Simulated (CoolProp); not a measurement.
n-perfluoropentane along the isotherm 226.85 °C: fugacity coefficient from the reference equation and from simpler models built on Tc = 147.9 °C, pc = 2063 kPa, ω = 0.436; each cubic takes its own stable root.

Values from CoolProp's reference Helmholtz-energy equation of state, Gao 2022.

```json
[
 {"p (kPa)": "193", "phase": "gas", "reference": "0.9834"},
 {"p (kPa)": "387", "phase": "gas", "reference": "0.9669"},
 {"p (kPa)": "580", "phase": "gas", "reference": "0.9506"},
 {"p (kPa)": "774", "phase": "gas", "reference": "0.9344"},
 {"p (kPa)": "967", "phase": "gas", "reference": "0.9185"},
 {"p (kPa)": "1160", "phase": "gas", "reference": "0.9027"},
 {"p (kPa)": "1350", "phase": "gas", "reference": "0.8874"},
 {"p (kPa)": "1550", "phase": "gas", "reference": "0.8714"},
 {"p (kPa)": "1740", "phase": "gas", "reference": "0.8565"},
 {"p (kPa)": "1930", "phase": "gas", "reference": "0.8417"},
 {"p (kPa)": "2130", "phase": "supercritical", "reference": "0.8265"},
 {"p (kPa)": "2320", "phase": "supercritical", "reference": "0.8122"},
 {"p (kPa)": "2510", "phase": "supercritical", "reference": "0.7981"},
 {"p (kPa)": "2710", "phase": "supercritical", "reference": "0.7836"},
 {"p (kPa)": "2900", "phase": "supercritical", "reference": "0.7701"},
 {"p (kPa)": "3090", "phase": "supercritical", "reference": "0.7569"}
]
```

Q: How far does each simpler model (Redlich-Kwong, Soave-Redlich-Kwong) lie from the reference over these 16 states: mean and median of the absolute difference, and the worst?

A: 
- Redlich-Kwong: mean 2.4 %, median 2.3 %, worst -4.8 % at 226.85 °C and 3090 kPa
- Soave-Redlich-Kwong: mean 0.8 %, median 0.8 %, worst +1.8 % at 226.85 °C and 3090 kPa
